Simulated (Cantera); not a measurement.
**Ignition delay**

Mixture: CO : H2 : O2 : N2 = 1 : 0.032 : 0.516 : 1.94 (molar parts), equivalence ratio 1.0, at 3000 Torr, adiabatic and at constant pressure. Ignition delay is the time to a rise of 400 K.

Detailed kinetics in Cantera: GRI-Mech 3.0 (53 species, 325 reactions). The hydrogen kinetics of GRI-Mech 3.0 are dated; newer H2 mechanisms differ, most at raised pressure. Below about 950 K walls govern HO2 and H2O2 in real vessels. Where the delays flatten at high temperature, the 400 K rule measures the pace of heat release, not the induction time.

| T0 (K) | delay (ms) |
|---|---|
| 875 | 189 |
| 950 | 17.9 |
| 1025 | 2.24 |
| 1100 | 0.329 |
| 1175 | 0.0981 |
| 1250 | 0.0523 |
| 1325 | 0.0356 |
| 1400 | 0.0275 |
| 1475 | 0.0229 |
